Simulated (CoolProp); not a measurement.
Vapour-liquid equilibrium of benzene (1) + dimethyl carbonate (2) at 35.45 °C; x and y are mole fractions of (1).

The numbers come from the multi-fluid Helmholtz-energy mixture model, Thol 2012 and Zhou 2011; pair parameters Bell 2016 in CoolProp.

| x | bubble pressure (MPa) | y at the bubble point | dew pressure at overall composition x (MPa) | liquid density (mol/L) |
|---|---|---|---|---|
| 0.05 | 0.01301 | 0.112 | 0.01253 | 11.61 |
| 0.15 | (withheld) | 0.281 | 0.01333 | 11.53 |
| 0.25 | 0.01573 | 0.405 | 0.01421 | (withheld) |
| 0.35 | 0.01674 | 0.503 | 0.01517 | 11.39 |
| 0.45 | 0.01759 | (withheld) | (withheld) | 11.33 |
| 0.55 | 0.01831 | 0.661 | 0.01722 | 11.27 |
| 0.65 | 0.01891 | 0.731 | 0.01821 | 11.21 |
| 0.75 | (withheld) | (withheld) | (withheld) | 11.15 |
| 0.85 | 0.01980 | (withheld) | 0.01968 | 11.11 |
| 0.95 | 0.02008 | 0.955 | 0.02006 | 11.06 |

Some entries are withheld; supply them.


- 0.15, bubble pressure (MPa): 0.01450
- 0.25, liquid density (mol/L): 11.46
- 0.45, y at the bubble point: 0.587
- 0.45, dew pressure at overall composition x (MPa): 0.01619
- 0.75, bubble pressure (MPa): 0.01940
- 0.75, y at the bubble point: 0.801
- 0.75, dew pressure at overall composition x (MPa): 0.01905
- 0.85, y at the bubble point: 0.874

No azeotrope shows between x = 0.05 and 0.95.

Pair parameters are fitted to limited data, so mixtures are less certain than the pure fluids.
